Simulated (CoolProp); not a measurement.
Vapour pressure (bar) of dimethyl ether: the reference equation beside estimates from Tc = 127.2 °C, pc = 53.37 bar, ω = 0.196. Clausius-Clapeyron is anchored at 51.85 °C with a constant enthalpy of vaporisation of 16.40 kJ/mol.

The numbers come from the reference Helmholtz-energy equation of state, Wu 2011 in CoolProp.

```
T (°C)  reference  Lee-Kesler  Clausius-Clapeyron  van der Waals  Redlich-Kwong  Peng-Robinson
------  ---------  ----------  ------------------  -------------  -------------  -------------
22.55       5.496       5.518               6.555          13.99          7.221          5.478
26.75       6.206       6.234               7.197          14.98          8.060          6.187
30.95       6.982       7.018               7.881          16.02          8.965          6.963
35.15       7.828       7.872               8.610          17.10          9.939          7.811
39.35       8.748       8.799               9.383          18.24          10.98          8.734
43.55       9.746       9.805               10.20          19.41          12.10          9.736
47.65       10.80       10.86               11.05          20.61          13.27          10.80
51.85       11.96       12.03               11.96          21.88          14.54          11.97
56.05       13.21       13.29               12.92          23.19          15.90          13.23
60.25       14.56       14.65               13.94          24.56          17.34          14.59
64.45       16.01       16.10               15.00          25.98          18.86          16.05
68.55       17.52       17.61               16.09          27.41          20.43          17.58
72.75       19.17       19.27               17.26          28.93          22.13          19.26
76.95       20.94       21.04               18.48          30.49          23.93          21.05
81.15       22.82       22.93               19.76          32.11          25.82          22.96
```

Absolute difference from the reference over all 15 rows, mean and median: Lee-Kesler 0.5 and 0.6 %, Clausius-Clapeyron 8.6 and 8.2 %, van der Waals 88.4 and 82.9 %, Redlich-Kwong 21.8 and 21.6 %, Peng-Robinson 0.3 and 0.2 %.
